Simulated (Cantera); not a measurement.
An adiabatic, constant-volume homogeneous reactor starts with 5.87 % CH₄, 7.81 % O₂, 86.3 % N₂, equivalence ratio 1.5, at 1573 K and 101000 Pa.

Computed with Cantera and GRI-Mech 3.0 (53 species, 325 reactions).

One state of this run: T (K) = 2425; P (bar) = 1.63; x CH₄ = <1e-12; x O₂ = 5.22e-5; x C₂H = <1e-12; x NO₂ = 5.65e-9; x HO₂ = 2.29e-8. x: mole fraction; the columns are a selection and need not sum to one.

**Question.** Which value of t (s) does it belong to?
A. 0.000477
B. 4.00e-6
C. 2.71e-5
D. 0.0218

**Answer.** D, 0.0218
